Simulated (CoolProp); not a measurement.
Properties of CH3F (R41) at several states.

Computed with CoolProp (reference Helmholtz-energy equation of state, Lemmon 2006). It is a short technical equation, of lower accuracy than the large ones.

```
T (°C)   p (MPa)          phase  cp (kJ/(kg K))  speed of sound (m/s)  expansivity (1/kK)
-------  -------  -------------  --------------  --------------------  ------------------
28.85      0.294            gas               ?                 303.4               3.581
134.05     0.198            gas           1.323                 348.4               2.505
110.45      27.7  supercritical           2.511                     ?                   ?
-102.15   0.0168            gas               ?                     ?               6.236
```

**Question.** Complete the blanks.

**Answer.** 
- 28.85, cp (kJ/(kg K)): 1.156
- 110.45, speed of sound (m/s): 493.7
- 110.45, expansivity (1/kK): 5.160
- -102.15, cp (kJ/(kg K)): 1.069
- -102.15, speed of sound (m/s): 233.5
